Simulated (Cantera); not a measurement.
A Cantera script and its output.

```python
import numpy as np
import cantera as ct

gas = ct.Solution("gri30.yaml")
gas.TPX = 1950, 67000, {'NO': 1, 'N2': 3}
reactor = ct.IdealGasConstPressureReactor(gas, energy="off", clone=False)
net = ct.ReactorNet([reactor])
net.rtol, net.atol = 1e-08, 1e-18
show = ['NO', 'O', 'O2', 'N2O', 'N2', 'NO2']
times = np.geomspace(1e-05, 10, 12)

steps = ct.SolutionArray(gas, extra=["t"])
rows = []
print(f"{'t/s':>10s}{'T/K':>9s}{'P/Pa':>11s}" + "".join(f"{s:>11s}" for s in show))
for t in times:
    while net.time < t:
        t_next = net.step()
        steps.append(gas.state, t=t_next)
    rows.append([np.interp(t, steps.t, y) for y in (steps.T, steps.P, *steps(*show).X.T)])
    print(f"{t:10.3e}{rows[-1][0]:9.1f}{rows[-1][1]:11.4g}" + "".join(f"{x:11.3e}" for x in rows[-1][2:]))
rate = np.gradient(steps.T, steps.t)
print("integrator steps:", len(steps.t))
if steps.T.max() > steps.T[0] + 200:
    print(f"time of steepest temperature rise: {steps.t[rate.argmax()]:.4e} s")
gas.TPX = 1950, 67000, {'NO': 1, 'N2': 3}
gas.equilibrate("TP")
print(f"equilibrium (TP): T = {gas.T:.1f} K  " + "  ".join(f"{s} {gas[s].X[0]:.3e}" for s in show))
```

It prints:

```
       t/s      T/K       P/Pa         NO          O         O2        N2O         N2        NO2
 1.000e-05   1950.0    6.7e+04  2.500e-01  3.206e-07  3.232e-10  3.333e-07  7.500e-01  1.657e-08
 3.511e-05   1950.0    6.7e+04  2.500e-01  1.021e-06  3.744e-09  1.154e-06  7.500e-01  1.797e-07
 1.233e-04   1950.0    6.7e+04  2.500e-01  2.875e-06  4.143e-08  3.853e-06  7.500e-01  1.531e-06
 4.329e-04   1950.0    6.7e+04  2.500e-01  8.424e-06  5.598e-07  1.142e-05  7.500e-01  8.808e-06
 1.520e-03   1950.0    6.7e+04  2.499e-01  2.610e-05  1.274e-05  2.391e-05  7.500e-01  3.457e-05
 5.337e-03   1950.0    6.7e+04  2.495e-01  3.761e-05  1.489e-04  2.847e-05  7.502e-01  5.196e-05
 1.874e-02   1950.0    6.7e+04  2.484e-01  3.984e-05  6.898e-04  2.823e-05  7.507e-01  5.511e-05
 6.579e-02   1950.0    6.7e+04  2.446e-01  4.658e-05  2.596e-03  2.727e-05  7.527e-01  6.430e-05
 2.310e-01   1950.0    6.7e+04  2.312e-01  6.470e-05  9.260e-03  2.415e-05  7.593e-01  8.638e-05
 8.111e-01   1950.0    6.7e+04  1.883e-01  1.029e-04  3.066e-02  1.576e-05  7.808e-01  1.145e-04
 2.848e+00   1950.0    6.7e+04  9.406e-02  1.567e-04  7.780e-02  3.983e-06  8.279e-01  8.845e-05
 1.000e+01   1950.0    6.7e+04  1.728e-02  1.894e-04  1.162e-01  3.671e-07  8.663e-01  1.976e-05
integrator steps: 973
equilibrium (TP): T = 1950.0 K  NO 5.360e-03  O 1.939e-04  O2 1.222e-01  N2O 2.606e-07  N2 8.722e-01  NO2 6.281e-06
```

Detailed kinetics in Cantera: GRI-Mech 3.0 (53 species, 325 reactions).
